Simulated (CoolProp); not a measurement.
Sulfur hexafluoride along the isotherm 57.15 °C: Z from the reference equation and from simpler models built on Tc = 45.6 °C, pc = 37.55 bar, ω = 0.210; each cubic takes its own stable root.

The numbers come from the reference Helmholtz-energy equation of state, Guder 2009 in CoolProp.

```tsv
p (bar)	phase	reference
25	gas	0.7653
50.1	supercritical	0.3005
75.1	supercritical	0.3346
100	supercritical	0.4120
125	supercritical	0.4913
150	supercritical	0.5699
175	supercritical	0.6474
200	supercritical	0.7239
225	supercritical	0.7994
250	supercritical	0.8739
275	supercritical	0.9476
300	supercritical	1.020
325	supercritical	1.093
350	supercritical	1.164
375	supercritical	1.235
```

Question: How far does each simpler model (van der Waals, Redlich-Kwong, Soave-Redlich-Kwong, Peng-Robinson) lie from the reference over these 15 states: mean and median of the absolute difference, and the worst?

Answer: 
- van der Waals: mean 27.1 %, median 29.5 %, worst +30.5 % at 57.15 °C and 100 bar
- Redlich-Kwong: mean 3.4 %, median 2.0 %, worst +10.4 % at 57.15 °C and 75.1 bar
- Soave-Redlich-Kwong: mean 4.4 %, median 2.5 %, worst +16.6 % at 57.15 °C and 50.1 bar
- Peng-Robinson: mean 6.7 %, median 7.7 %, worst -10.1 % at 57.15 °C and 375 bar
